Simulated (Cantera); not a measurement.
What does this Cantera script print?

```python
import numpy as np
import cantera as ct

gas_names = """
    CL CL2 N N2 Si SiCL SiCL2 SiCL3 SiCL4 SiN Si2 Si2N Si3
""".split()
cond_names = """
    Si(cr) Si(L) Si3N4(a)
""".split()


# ... load() reads the species with a 1 bar reference pressure and builds the phases ...
atoms = {
    'Si': {'Si': 1},
    'Cl2': {'CL': 2},
    'N2': {'N': 2},
}
top_T = {'Si3N4(a)': 2400}  # K; cautious upper limits of use, not melting points


# ... equilibrate(T, P, feed) seeds the gas with the atoms and calls Mixture.equilibrate('TP', solver="vcs", rtol=1e-11, max_steps=5000) ...
results = []
feed = {'Si': 1, 'Cl2': 1.3, 'N2': 30}  # mol
P = 1000  # Pa
for T in [673, 823, 973, 1123, 1273, 1423, 1573, 1723]:
    mix = equilibrate(T, P, feed)
    results.append((T, P, feed, dict(zip(mix.species_names, mix.species_moles))))

top = {s: max(r[3][s] / sum(r[3][g] for g in gas_names) for r in results) for s in gas_names}
cols = sorted((s for s in top if top[s] > 0.001), key=lambda s: -top[s])[:8]
seen = [c for c in cond_names if any(r[3].get(c, 0) > 1e-12 for r in results)]
print("log10 of partial pressures in bar; condensed amounts in mol")
print(f"{'T/K':>10s}" + "".join(f"{s[:9]:>10s}" for s in cols + seen))
for T, P, feed, n in results:
    ng = sum(n[g] for g in gas_names)
    print(f"{T:10.4g}" + "".join(f"{np.log10(max(n[s] / ng * P / 1e5, 1e-99)):10.3f}" for s in cols)
          + "".join(f"{n.get(c, 0):10.4g}" for c in seen))
```

It prints:

```
log10 of partial pressures in bar; condensed amounts in mol
       T/K        N2     SiCL2     SiCL4     SiCL3        CL  Si3N4(a)
       673    -2.009   -15.070    -3.670   -10.705   -15.544    0.1167
       823    -2.009   -11.044    -3.670    -8.334   -12.344    0.1167
       973    -2.009    -8.274    -3.671    -6.701   -10.126    0.1166
      1123    -2.009    -6.258    -3.676    -5.514    -8.498    0.1156
      1273    -2.010    -4.751    -3.727    -4.647    -7.263    0.1019
      1423    -2.014    -3.745    -4.120    -4.231    -6.374  0.008737
      1573    -2.015    -3.708    -4.223    -4.176    -5.160         0
      1723    -2.017    -3.656    -4.452    -4.191    -4.242         0
```

Cantera equilibrium calculation (NASA polynomials, part measured and part estimated; ideal gas, pure solids and liquids). N2 is the only nitrogen source here; it is nearly inert below about 1500 K, so the nitride shown seldom forms there in practice. The tables' values for SiCl3 are old estimates; treat these amounts as uncertain.
